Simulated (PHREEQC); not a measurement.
A column of 1 m (30 cells, dispersivity 0.05 m, 3600 s a shift, diffusion coefficient 3e-10 m²/s) holds 0.13 eq of the database's cation exchanger X per kg of pore water, first in equilibrium with 12 mmol/kgw KBr, 1.2 mmol/kgw MnCl2 and 0.01 mmol/kgw HCl. It is flushed with 1.5 mmol/kgw (NH4)2SO4, 37 mmol/kgw MgCl2 and 0.01 mmol/kgw HCl, at 25 °C. Values are for the last cell. The system is closed to CO2. Precipitation was switched off in this run.

The series has 31 steps of pore volumes, from 0 to 6.017.

Model: ion-association model, phreeqc.dat, run in PHREEQC.

Q: After how many pore volumes does Mg at the outlet first reach half of its feed value?

A: By 2.6 pore volumes.

Q: After how many pore volumes does NH4 at the outlet first reach half of its feed value?

A: By 2.2 pore volumes.

Q: After how many pore volumes does S at the outlet first reach half of its feed value?

A: By 1.0 pore volumes.
